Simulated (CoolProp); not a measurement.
C3F8 (R218) along the isobar 1830 kPa: fugacity coefficient from the reference equation and from simpler models built on Tc = 345.0 K, pc = 2640 kPa, ω = 0.317; each cubic takes its own stable root.

Model: reference Helmholtz-energy equation of state, Lemmon 2006, in CoolProp. It is a short technical equation, of lower accuracy than the large ones.

```
T (K)   phase  reference  van der Waals  Redlich-Kwong  Soave-Redlich-Kwong
-----  ------  ---------  -------------  -------------  -------------------
287.9  liquid     0.3217         0.5565         0.4124               0.3286
293.2  liquid     0.3657         0.5915         0.4551               0.3735
298.5  liquid     0.4127         0.6268         0.4993               0.4214
303.7  liquid     0.4617         0.6617         0.5440               0.4710
309    liquid     0.5143         0.6972         0.5905               0.5240
314.3  liquid     0.5692         0.7324         0.6376               0.5790
319.5  liquid     0.6250         0.7494         0.6839               0.6344
324.8  liquid     0.6834         0.7601         0.7243               0.6914
330.1     gas     0.7302         0.7701         0.7380               0.7308
335.3     gas     0.7469         0.7793         0.7504               0.7460
340.6     gas     0.7620         0.7880         0.7621               0.7602
345.8     gas     0.7755         0.7961         0.7728               0.7731
351.1     gas     0.7881         0.8039         0.7830               0.7854
356.4     gas     0.7997         0.8112         0.7925               0.7968
361.6     gas     0.8103         0.8181         0.8014               0.8074
```

At some of these states van der Waals, Redlich-Kwong gives the other phase, because its saturation line lies elsewhere.
